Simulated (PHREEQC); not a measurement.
Make-up at 20 °C: 2.8e-05 mol/kgw H3AsO4 and 4e-06 mol/kgw FeCl2. Closed to the air; pH follows from the charge balance.

All values are PHREEQC results (ion-association model, wateq4f.dat), not measurements.

Precipitation was switched off in this run.

Q: Estimate the pH, ionic strength.

A: pH 4.56; ionic strength 4.00e-5 mol/kgw.

Complexes and solids missing from the database can't appear.
